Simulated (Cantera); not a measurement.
Adiabatic ignition

An adiabatic, constant-pressure homogeneous reactor starts with H2 : O2 : N2 : NO = 1 : 0.278 : 1.58 : 0.0093 (molar parts), at 1573 K and 0.810 bar.

Computed with Cantera and GRI-Mech 3.0 (53 species, 325 reactions).

| t (s) | T (K) | x H2 | x O2 | x NO | x H2O | x OH | x NO2 |
|---|---|---|---|---|---|---|---|
| 2.00e-6 | 1573 | 0.349 | 0.0970 | 0.00324 | 1.04e-6 | 1.38e-7 | 4.01e-8 |
| 6.32e-6 | 1573 | 0.349 | 0.0969 | 0.00324 | 6.67e-5 | 5.13e-6 | 3.86e-7 |
| 2.00e-5 | 1768 | 0.122 | 0.00824 | 0.00327 | 0.158 | 0.0112 | 6.48e-8 |
| 6.32e-5 | 2181 | 0.139 | 0.00335 | 0.00337 | 0.174 | 0.0145 | 5.08e-8 |
| 0.000200 | 2511 | 0.153 | 0.00132 | 0.00333 | 0.190 | 0.0125 | 6.90e-8 |
| 0.000632 | 2689 | 0.160 | 0.000520 | 0.00281 | 0.200 | 0.00901 | 8.23e-8 |
| 0.00200 | 2712 | 0.160 | 0.000472 | 0.00186 | 0.202 | 0.00871 | 5.75e-8 |
| 0.00632 | 2714 | 0.159 | 0.000484 | 0.00139 | 0.202 | 0.00881 | 4.35e-8 |
| 0.0200 | 2714 | 0.159 | 0.000484 | 0.00137 | 0.202 | 0.00882 | 4.27e-8 |
| 0.0632 | 2714 | 0.159 | 0.000484 | 0.00137 | 0.202 | 0.00882 | 4.27e-8 |
| 0.200 | 2714 | 0.159 | 0.000484 | 0.00137 | 0.202 | 0.00882 | 4.27e-8 |
| 0.632 | 2714 | 0.159 | 0.000484 | 0.00137 | 0.202 | 0.00882 | 4.27e-8 |
| 2.00 | 2714 | 0.159 | 0.000484 | 0.00137 | 0.202 | 0.00882 | 4.27e-8 |
x: mole fraction; the columns are a selection and need not sum to one.

```json
{
  "time_of_steepest_temperature_rise": "16.8 µs",
  "temperature at 2.00 s": "2714 K",
  "equilibrium_temperature": "2714 K",
  "x(H2) at 2.00 s": "0.159 (gas-phase equilibrium 0.159)",
  "x(O2) at 2.00 s": "0.000484 (gas-phase equilibrium 0.000484)",
  "x(NO) at 2.00 s": "0.00137 (gas-phase equilibrium 0.00137)"
}
```
